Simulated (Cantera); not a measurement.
Charge: 1 mol CO2, 0.024 mol O2, 6.6 mol N2, 0.032 mol SO2, equilibrated at 2352 °C and 1.10 mbar.

Method: chemical equilibrium by Gibbs-energy minimisation in Cantera with the NASA 1993 tables (ideal gas, pure condensed phases). Candidate condensed phases: C, S; 35 gas species. The numbers say what is thermodynamically allowed, not how fast it happens.

### Question
What is the equilibrium state?

### Answer
| Quantity | Result |
|---|---|
| x(N2) | 0.770 |
| x(CO) | 0.111 |
| x(O) | 0.0888 |
| x(O2) | 0.0128 |
| x(NO) | 0.00691 |
| x(CO2) | 0.00603 |
| x(SO) | 0.00183 |
| x(S) | 0.00130 |
| x(SO2) | 0.000619 |
| gas amount | 8.528 mol |
| log10 activity of S(l) (absent) | -6.51 |
| log10 activity of C(graphite) (absent) | -8.20 |
